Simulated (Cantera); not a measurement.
An isothermal plug-flow reactor at 650 K and 3750 Torr (inlet), inlet velocity 0.35 m/s, active area per volume 130 1/m; feed H2 : O2 : N2 = 0.0046 : 0.042 : 0.79 (molar parts).

Cantera simulation using Deutschmann's 1995 Pt surface mechanism with GRI-Mech 3.0 gas chemistry; the numbers are that mechanism's predictions, not measurements. Catalytic surfaces can have several steady states; this one follows from the mechanism file's or the stated starting coverage. Mass transfer to the wall is taken as infinitely fast.

**Question.** What does this change do: pressure from 3750 Torr to 1950 Torr?

**Answer.** 
```tsv
quantity	before	after
x(H2) at z = 0.014 m	0.000164	0.000161
x(O2) at z = 0.014 m	0.0477	0.0477
x(H2O) at z = 0.014 m	0.00535	0.00535
θ(free Pt) at the exit	0.00639	0.00665
θ(O*) at the exit	0.990	0.991
θ(OH*) at the exit	0.00369	0.00272
```

**Question.** What does this change do: area per volume 130 to 40 1/m?

**Answer.** 
| quantity | before | after |
|---|---|---|
| x(H2) at z = 0.014 m | 0.000164 | 0.000515 |
| x(O2) at z = 0.014 m | 0.0477 | 0.0478 |
| x(H2O) at z = 0.014 m | 0.00535 | 0.00500 |
| θ(free Pt) at the exit | 0.00639 | 0.0186 |
| θ(O*) at the exit | 0.990 | 0.975 |
| θ(OH*) at the exit | 0.00369 | 0.00613 |
